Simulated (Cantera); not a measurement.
Input (Python, Cantera) and output of one run.

```python
import numpy as np
import cantera as ct

gas_names = """
    C CN CO CO2 C2 CCN CNC C2N2 C2O C3 C3O2 C4 C4N2 C5 N NCO NO NO2 NO3 N2 N2O O O2 O3 Pb PbO Pb2
""".split()
cond_names = """
    C(gr) Pb(cr) Pb(L) PbO(rd) PbO(yw) PbO(L) PbO2(s) Pb3O4(s)
""".split()


# ... load() reads the species with a 1 bar reference pressure and builds the phases ...
atoms = {
    'PbO': {'Pb': 1, 'O': 1},
    'O2': {'O': 2},
    'N2': {'N': 2},
    'CO': {'C': 1, 'O': 1},
}
top_T = {'C(gr)': 4500, 'Pb3O4(s)': 820}  # K; cautious upper limits of use, not melting points


# ... equilibrate(T, P, feed) seeds the gas with the atoms and calls Mixture.equilibrate('TP', solver="vcs", rtol=1e-11, max_steps=5000) ...
results = []
feed = {'PbO': 1, 'O2': 0.96, 'N2': 17, 'CO': 1.1}  # mol
P = 10000  # Pa
for T in [1223, 1273, 1323, 1373, 1423, 1473, 1523]:
    mix = equilibrate(T, P, feed)
    results.append((T, P, feed, dict(zip(mix.species_names, mix.species_moles))))

top = {s: max(r[3][s] / sum(r[3][g] for g in gas_names) for r in results) for s in gas_names}
cols = sorted((s for s in top if top[s] > 1e-05), key=lambda s: -top[s])[:5]
seen = [c for c in cond_names if any(r[3].get(c, 0) > 1e-12 for r in results)]
print("log10 of partial pressures in bar; condensed amounts in mol")
print(f"{'T/K':>10s}" + "".join(f"{s[:9]:>10s}" for s in cols + seen))
for T, P, feed, n in results:
    ng = sum(n[g] for g in gas_names)
    print(f"{T:10.4g}" + "".join(f"{np.log10(max(n[s] / ng * P / 1e5, 1e-99)):10.3f}" for s in cols)
          + "".join(f"{n.get(c, 0):10.4g}" for c in seen))
```

Result:

```
log10 of partial pressures in bar; condensed amounts in mol
       T/K        N2       CO2       PbO        O2        Pb    PbO(L)
      1223    -1.037    -2.226    -3.965    -2.656    -5.938    0.9797
      1273    -1.038    -2.227    -3.553    -2.657    -5.315    0.9472
      1323    -1.040    -2.229    -3.176    -2.657    -4.741    0.8722
      1373    -1.044    -2.233    -2.827    -2.658    -4.211    0.7084
      1423    -1.052    -2.241    -2.505    -2.654    -3.722    0.3647
      1473    -1.061    -2.250    -2.327    -2.642    -3.392         0
      1523    -1.061    -2.250    -2.340    -2.630    -3.264         0
```

These are equilibrium values from Cantera (NASA tables, ideal gas, pure condensed phases), not measurements of a reactor. Gases not in the tables: (PbO)n polymers.
